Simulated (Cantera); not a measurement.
Cantera run, input and output.

```python
import numpy as np
import cantera as ct

gas = ct.Solution("gri30.yaml")


def delay(T, t_max=10):
    gas.TPX = T, 100000, {'CH4': 1, 'C2H6': 0.048, 'O2': 5.29, 'N2': 19.9}
    reactor = ct.IdealGasReactor(gas, clone=False)
    net = ct.ReactorNet([reactor])
    net.rtol, net.atol = 1e-8, 1e-16
    while net.time < t_max:
        t_old, T_old = net.time, reactor.T
        net.step()
        if reactor.T > T + 400:  # ignition: a rise of 400 K
            return t_old + (T + 400 - T_old) / (reactor.T - T_old) * (net.time - t_old)
    return np.nan


taus = []
for T in [1050, 1150, 1250, 1350, 1450, 1550, 1650]:
    taus.append(delay(T))
    print(f"T0 = {T:6g} K   tau = {taus[-1]:.4e} s")
```

Result:

```
T0 =   1050 K   tau = 7.1208e-02 s
T0 =   1150 K   tau = 1.7176e-02 s
T0 =   1250 K   tau = 4.7232e-03 s
T0 =   1350 K   tau = 1.4469e-03 s
T0 =   1450 K   tau = 5.0678e-04 s
T0 =   1550 K   tau = 2.0911e-04 s
T0 =   1650 K   tau = 1.0166e-04 s
```

Cantera simulation using GRI-Mech 3.0 (53 species, 325 reactions); the numbers are that mechanism's predictions, not measurements.
